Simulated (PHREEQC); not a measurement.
PHREEQC input (ion-association model, wateq4f.dat):

```
SOLUTION_MASTER_SPECIES
  An  An-  0  An  62.0  # stands for a non-complexing anion
SOLUTION_SPECIES
  An- = An-
    -log_k 0
    -gamma 3.0 0
PHASES
  Fix_H+
    H+ = H+
    -log_k 0
SOLUTION 1
  temp 25
  units mmol/kgw
  pH 7 charge
  S(6) 0.00052
  Cu(2) 0.00052
  Cl 0.02518
  Ba 0.012
  Pb 0.00059
  Na 1
  An 1
END
SELECTED_OUTPUT 1
  -reset false
  -pH true
  -pe true
  -ionic_strength true
  -water true
  -totals Ba Cl Cu Na Pb S Cu(1) Cu(2) S(-2) S(6)
  -molalities Hfo_wOH Hfo_wOH2+ Hfo_wO- Hfo_sOH Hfo_sOH2+ Hfo_sO- Hfo_sOCu+ Hfo_wOCu+ Hfo_sOPb+ Hfo_wOPb+
    Hfo_wSO4- Hfo_wOHSO4-2 Hfo_sOHBa+2 Hfo_wOBa+
  -saturation_indices Barite Cu(OH)2 Brochantite Antlerite Atacamite Litharge Anglesite Cotunnite Laurionite Larnakite
    Halite Mirabilite Chalcanthite
USER_PUNCH 1
  -headings sigma psi
  10 PUNCH EDL("sigma", "Hfo"), EDL("psi", "Hfo")
PRINT
  -reset false
USE solution 1
SURFACE 1
  Hfo_wOH 0.000132584 600 0.059
  Hfo_sOH 3.31461e-06
EQUILIBRIUM_PHASES 1
  Fix_H+ -4 HAn 10
    -force_equality true
  O2(g) -0.68 10
END
# ... the last block is repeated for the other 16 points of pH, with NaOH or the acid as the point needs
```

Selected output (columns that matter, 17 of 17 rows; pH added in front):

```
pH	mu	Ba	Cu	Na	Pb	S	si_Barite	si_Cu(OH)2	si_Brochantite	si_Antlerite	si_Atacamite	si_Litharge	si_Anglesite	si_Cotunnite
4	0.0011643	1.2e-05	5.1758e-07	0.001	4.8311e-07	7.8763e-11	-5.1936	-6.9913	-26.923	-21.521	-12.658	-11.103	-8.7703	-10.844
4.38	0.0010975	1.2e-05	5.0961e-07	0.001	3.0167e-07	2.2944e-10	-4.7235	-6.2364	-24.194	-19.548	-11.528	-10.546	-8.5047	-11.046
4.75	0.0010678	1.2e-05	4.7857e-07	0.001	1.1787e-07	7.4475e-10	-4.2095	-5.523	-21.568	-17.635	-10.471	-10.213	-8.3991	-11.453
5.12	0.0010534	1.2e-05	3.765e-07	0.001	3.2029e-08	2.6967e-09	-3.6495	-4.8872	-19.205	-15.908	-9.5692	-10.039	-8.4055	-12.019
5.5	0.0010457	1.2e-05	1.8624e-07	0.001	7.2152e-09	1.1007e-08	-3.0381	-4.434	-17.541	-14.697	-9.0428	-9.9278	-8.4428	-12.667
5.88	0.0010415	1.2e-05	5.3152e-08	0.001	1.4937e-09	4.6229e-08	-2.4145	-4.2239	-16.837	-14.203	-9.0025	-9.855	-8.5065	-13.355
6.25	0.0010394	1.1999e-05	1.2222e-08	0.001	3.0618e-10	1.6111e-07	-1.8722	-4.1455	-16.721	-14.166	-9.2157	-9.8108	-8.66	-14.05
6.62	0.0010384	1.1993e-05	3.0655e-09	0.001	6.2424e-11	3.5479e-07	-1.5295	-4.1065	-16.962	-14.446	-9.5077	-9.7787	-9.0251	-14.758
7	0.0010376	1.1966e-05	1.2175e-09	0.001	1.2651e-11	4.7729e-07	-1.4017	-4.079	-17.483	-14.995	-9.8328	-9.7515	-9.629	-15.491
7.38	0.0010381	1.1831e-05	9.2454e-10	0.0010014	2.9368e-12	5.114e-07	-1.3766	-4.0419	-18.065	-15.613	-10.139	-9.7088	-10.316	-16.208
7.75	0.0010383	1.1361e-05	1.0616e-09	0.0010034	9.976e-13	5.1825e-07	-1.3884	-3.9452	-18.413	-16.057	-10.315	-9.5863	-10.928	-16.826
8.12	0.0010386	1.0491e-05	1.6751e-09	0.0010065	6.1703e-13	5.1963e-07	-1.4217	-3.7389	-18.326	-16.177	-10.273	-9.2868	-11.367	-17.266
8.5	0.0010399	9.6945e-06	2.9244e-09	0.0010106	7.2931e-13	5.1993e-07	-1.4557	-3.4948	-18.109	-16.204	-10.164	-8.7768	-11.617	-17.516
8.88	0.0010444	9.1781e-06	4.0343e-09	0.0010169	1.3337e-12	5.1999e-07	-1.4796	-3.3545	-18.308	-16.543	-10.264	-8.1551	-11.755	-17.655
9.25	0.0010545	8.3461e-06	4.6683e-09	0.00103	2.5413e-12	5.2e-07	-1.5214	-3.2909	-18.794	-17.093	-10.507	-7.6046	-11.945	-17.844
9.62	0.0010777	6.1505e-06	5.4804e-09	0.0010603	3.8499e-12	5.2e-07	-1.655	-3.2212	-19.256	-17.624	-10.738	-7.2446	-12.325	-18.225
10	0.0011359	2.8492e-06	6.8391e-09	0.0011291	5.0091e-12	5.2e-07	-1.992	-3.1252	-19.633	-18.097	-10.926	-7.0434	-12.885	-18.784
```

The database's constant for dissolved Cu(OH)2 is higher than later reviews accept.
